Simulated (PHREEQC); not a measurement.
# Hard or scaling water (model solution)

Dissolve 0.0017 mol BaCl2 and 0.0009 mol CO2 per kg of water at 20 °C. Closed to the air; pH follows from the charge balance.

All values are PHREEQC results (ion-association model, wateq4f.dat), not measurements.

No solid was allowed to form.

Task: Predict the pH.

Result: pH 4.71.

Task: In which forms is C present?

Result: CO2 98 %, HCO3- 2.3 % of the C.
